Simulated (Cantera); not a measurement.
Charge: 1 mol Pb, 41 mol H₂, equilibrated at 1127 °C and 1.33 mbar.

Cantera equilibrium calculation (NASA polynomials, part measured and part estimated; ideal gas, pure solids and liquids). Candidate condensed phases: Pb; 4 gas species. Equilibrium is a limit: real reactors are often held back by kinetics, nucleation or transport.

What is the equilibrium state?

x(H₂): 0.976
x(Pb): 0.0238
x(H): 0.000132
gas amount: 42.00 mol
log10 activity of Pb(l) (absent): -2.44
